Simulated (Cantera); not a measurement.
Silicon nitride deposition: SiH4 + N2

A closed system holds: 1 mol SiH4, a varied amount of N2, at 1925 K and 0.133 bar.

Method: chemical equilibrium by Gibbs-energy minimisation in Cantera with the NASA 1993 tables (ideal gas, pure condensed phases). Candidate condensed phases: Si, Si3N4; 18 gas species. Mutual solubility and eutectic melting of coexisting phases are not modelled. Gases not in the tables: Si2H6 and higher silanes. Kinetics and transport are ignored.

| n(N2) (mol) | log p N2 | log p H2 | log p H | log p Si | n Si(l) | n Si3N4(s) |
|---|---|---|---|---|---|---|
| 0.56 | -1.54 | -0.98 | -3.51 | -4.76 | 0.999 | 0 |
| 0.87 | -1.39 | -1.03 | -3.54 | -4.76 | 0.999 | 0 |
| 1.3 | -1.28 | -1.09 | -3.57 | -4.76 | 0.999 | 0 |
| 2.1 | -1.23 | -1.13 | -3.58 | -4.76 | 0.239 | 0.253 |
| 3.2 | -1.13 | -1.23 | -3.64 | -4.83 | 0 | 0.333 |
| 5 | -1.04 | -1.38 | -3.71 | -4.89 | 0 | 0.333 |
| 7.8 | -0.98 | -1.54 | -3.79 | -4.92 | 0 | 0.333 |
| 12 | -0.95 | -1.70 | -3.87 | -4.95 | 0 | 0.333 |
| 19 | -0.92 | -1.88 | -3.96 | -4.97 | 0 | 0.333 |
log p: log10 of the partial pressure in bar; n: condensed amount in mol.

From 0.56 mol N2 to 1.3 mol N2 the condensed part is Si(l). At 2.1 mol N2 the condensed part is Si(l) + Si3N4(s). From 3.2 mol N2 to 19 mol N2 the condensed part is Si3N4(s). The main Si-bearing gas is Si throughout.
